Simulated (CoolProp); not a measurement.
Properties of acetone along the isotherm 276.85 °C (Tc = 235.0 °C, pc = 4.692 MPa, ω = 0.307).

Model: reference Helmholtz-energy equation of state, Lemmon 2006, in CoolProp. It is a short technical equation, of lower accuracy than the large ones.

| p (MPa) | phase | density (kg/m³) | cp (kJ/(kg K)) | Joule-Thomson coefficient (K/MPa) | isothermal compressibility (1/MPa) |
|---|---|---|---|---|---|
| 5.21 | supercritical | 108.3 | 3.194 | 10.69 | 0.3431 |
| 10.4 | supercritical | 397.0 | 3.682 | 2.397 | 0.05999 |
| 15.6 | supercritical | 470.1 | 3.037 | 0.8304 | 0.01934 |
| 20.9 | supercritical | 508.1 | 2.855 | 0.4010 | 0.01135 |
| 26.1 | supercritical | 533.9 | 2.765 | 0.1990 | 0.008080 |
| 31.3 | supercritical | 554.0 | 2.708 | 0.07789 | 0.006277 |
| 36.5 | supercritical | 570.5 | 2.669 | -0.003361 | 0.005136 |
| 41.7 | supercritical | 584.7 | 2.640 | -0.06186 | 0.004348 |
| 46.9 | supercritical | 597.1 | 2.617 | -0.1061 | 0.003772 |
